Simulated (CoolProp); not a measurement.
The numbers come from the reference Helmholtz-energy equation of state, Lemmon 2005 in CoolProp. It is a short technical equation, of lower accuracy than the large ones.

Task: For isobutene, give the phase and the cp (kJ/(kg K)), Joule-Thomson coefficient (K/MPa) at 433.4 K and 0.932 bar.

Result: 
- 433.4 K and 0.932 bar: gas; cp 2.11, Joule-Thomson coefficient 7.73
